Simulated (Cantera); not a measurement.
A perfectly stirred reactor is fed with 20.2 % H₂, 23.8 % O₂, 52.4 % N₂, 3.57 % H₂O, equivalence ratio 0.42, at 173 Torr; it is held at 1200 K, and followed from long to short residence time.

Detailed kinetics in Cantera: the H2/O2 subset of GRI-Mech 3.0, which has no nitrogen chemistry. The temperature is held fixed by assumption; the heat of reaction is taken as removed at once.

One state of this run: x H₂ = 0.00394; x O₂ = 0.153; x OH = 0.00151; x HO₂ = 3.59e-5; x H = 0.000883; x H₂O = 0.259; x O = 0.00122. x: mole fraction; the columns are a selection and need not sum to one.

Problem. Which value of τ (s) does it belong to?
(A) 0.0091
(B) 0.00064
(C) 0.022
(D) 0.053

Solution. A, 0.0091
